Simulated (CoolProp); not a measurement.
Saturated liquid density (kg/m³) of hydrogen sulfide: the reference equation beside estimates from Tc = 100.0 °C, pc = 8.999 MPa, ω = 0.101. Rackett uses Z = 0.29056 − 0.08775 ω.

The numbers come from the reference Helmholtz-energy equation of state, Lemmon 2006 in CoolProp. It is a short technical equation, of lower accuracy than the large ones.

```csv
T (°C),reference,Rackett,Peng-Robinson
-54.05,938.1,938.5,1026
-45.75,923.2,924.1,1010
-37.55,908.1,909.5,993.4
-29.25,892.4,894.4,975.6
-20.95,876.3,878.8,956.8
-12.75,859.8,862.9,937.2
-4.45,842.6,846.3,916.2
3.85,824.7,829.1,893.8
12.05,806.2,811.3,870.3
20.35,786.6,792.5,844.9
28.65,766.0,772.8,817.6
36.85,744.3,752.1,788.6
45.15,720.8,729.8,756.6
```

Absolute difference from the reference over all 13 rows, mean and median: Rackett 0.5 and 0.4 %, Peng-Robinson 8.1 and 8.7 %.
